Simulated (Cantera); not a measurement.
Cantera with NASA thermochemical tables; ideal gases at 1 bar, condensed phases pure. Values are per mole of reaction as written; species without (g) are pure solids or liquids, kept so even where they would boil at 1 bar.

Between 300 and 1848 K, where is each reaction favourable under standard conditions?
- 2 C + O₂(g) ⇌ 2 CO(g)
- 2 Pb + O₂(g) ⇌ 2 PbO(g)
- 1.333 Ti + O₂(g) ⇌ 0.6667 Ti₂O₃


- 2 C + O₂(g) ⇌ 2 CO(g): ΔG° is -275 kJ at 300 K and -547 kJ at 1848 K; it stays negative (K > 1). ΔH° is -236 kJ and ΔS° 168 J/K at 1848 K.
- 2 Pb + O₂(g) ⇌ 2 PbO(g): ΔG° is 97 kJ at 300 K and -74 kJ at 1848 K; it changes sign between 1098 and 1248 K. ΔH° is 101 kJ and ΔS° 95 J/K at 1848 K.
- 1.333 Ti + O₂(g) ⇌ 0.6667 Ti₂O₃: ΔG° is -956 kJ at 300 K and -684 kJ at 1848 K; it stays negative (K > 1). ΔH° is -990 kJ and ΔS° -165 J/K at 1848 K.
